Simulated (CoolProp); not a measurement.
Sulfur hexafluoride along the isobar 55.6 bar: density (kg/m³) from the reference equation and from simpler models built on Tc = 318.7 K, pc = 37.55 bar, ω = 0.210; each cubic takes its own stable root.

Model: reference Helmholtz-energy equation of state, Guder 2009, in CoolProp.

| T (K) | phase | reference | van der Waals | Redlich-Kwong | Soave-Redlich-Kwong | Peng-Robinson |
|---|---|---|---|---|---|---|
| 241.8 | liquid | 1785 | 1186 | 1667 | 1715 | 1937 |
| 267.8 | liquid | 1646 | 1106 | 1512 | 1557 | 1758 |
| 293.7 | liquid | 1476 | 1010 | 1322 | 1354 | 1523 |
| 319.6 | supercritical | 1217 | 881.5 | 1061 | 1059 | 1174 |
| 345.5 | supercritical | 611.9 | 674.6 | 638.5 | 575.7 | 612.3 |
| 371.4 | supercritical | 398.9 | 447.6 | ? | ? | 410.1 |
| 397.3 | supercritical | ? | 355.1 | ? | 318.8 | 332.9 |
| 423.3 | supercritical | 281.1 | 304.4 | 292.9 | 276.7 | 287.4 |
| 449.2 | supercritical | 251.4 | ? | 261.3 | 247.6 | 256.2 |

Problem. Complete the blanks.

Solution. 
- 371.4, Redlich-Kwong: 419.3
- 371.4, Soave-Redlich-Kwong: 390.0
- 397.3, reference: 324.5
- 397.3, Redlich-Kwong: 339.2
- 449.2, van der Waals: 270.4
